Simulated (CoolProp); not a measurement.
Computed with CoolProp (reference Helmholtz-energy equation of state, Lemmon 2003). It is a pseudo-pure fit of the blend.

Q: For R404A, give the phase and the density (kg/m³), cv (kJ/(kg K)) at 118.45 °C and 980 kPa.

A: 
- 118.45 °C and 980 kPa: gas; density 31.3, cv 0.953
